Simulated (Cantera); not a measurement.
Charge: 1 mol Si3N4, 1.4 mol HF, 0.51 mol H2, equilibrated at 1152 °C and 750 Torr.

These are equilibrium values from Cantera (NASA tables, ideal gas, pure condensed phases), not measurements of a reactor. Candidate condensed phases: Si, Si3N4; 37 gas species. The tables' values for SiF3, SiF2 are old estimates; treat these amounts as uncertain. Equilibrium is a limit: real reactors are often held back by kinetics, nucleation or transport.

Base state: H2 0.668, SiF4 0.187, N2 0.131, SiHF3 0.00616, HF 0.00563, SiF3 0.00305, SiH2F2 9.41e-5, SiF2 3.26e-5 (mole fractions); condensed: Si3N4(s).

What changes in the equilibrium state with this change: temperature from 1152 °C to 902 °C?


| species | before | after |
|---|---|---|
| H2 | 0.668 | 0.673 |
| SiF4 | 0.187 | 0.193 |
| N2 | 0.131 | 0.130 |
| SiHF3 | 0.00616 | 0.00186 |
| SiF2 | 3.26e-5 | 7.95e-8 |
| SiF3 | 0.00305 | 0.000114 |
| SiH2F2 | 9.41e-5 | 8.84e-6 |
| Si3N4(s), mol | 0.883 | 0.883 |
The tables' values for SiF3 are old estimates; treat these amounts as uncertain.
